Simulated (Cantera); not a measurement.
SiH2Cl2 + Cl2 + N2 (silicon epitaxy and polysilicon growth)

Charge: 1 mol SiH2Cl2, 0.14 mol Cl2, 49 mol N2, held at 1648.15 K.

These are equilibrium values from Cantera (NASA tables, ideal gas, pure condensed phases), not measurements of a reactor. Candidate condensed phases: NH4Cl, Si, Si3N4; 28 gas species. The tables' values for SiCl3, SiCl are old estimates; treat these amounts as uncertain. The numbers say what is thermodynamically allowed, not how fast it happens.

| P (Pa) | x N2 | x HCl | x SiCl2 | x H2 | n Si3N4(s) |
|---|---|---|---|---|---|
| 100 | 0.958 | 0.00952 | 0.0173 | 0.0146 | 0.0315 |
| 230 | 0.958 | 0.0117 | 0.0162 | 0.0136 | 0.0537 |
| 540 | 0.958 | 0.0143 | 0.0149 | 0.0124 | 0.0765 |
| 1300 | 0.958 | 0.0171 | 0.0134 | 0.0110 | 0.101 |
| 2900 | 0.958 | 0.0197 | 0.0118 | 0.00977 | 0.125 |
| 6800 | 0.958 | 0.0224 | 0.00998 | 0.00845 | 0.151 |
| 16000 | 0.959 | 0.0248 | 0.00802 | 0.00728 | 0.176 |
| 37000 | 0.959 | 0.0266 | 0.00601 | 0.00640 | 0.200 |
| 86000 | 0.960 | 0.0278 | 0.00410 | 0.00583 | 0.220 |
| 200000 | 0.960 | 0.0284 | 0.00254 | 0.00557 | 0.235 |
x: gas mole fraction; n: condensed amount in mol.

From 1.00 mbar to 2.00 bar the condensed part is Si3N4(s). The main Si-bearing gas is SiCl2 throughout. The share of Si in condensed phases is highest at 2.00 bar (70.6 %) and lowest at 1.00 mbar (9.5 %).
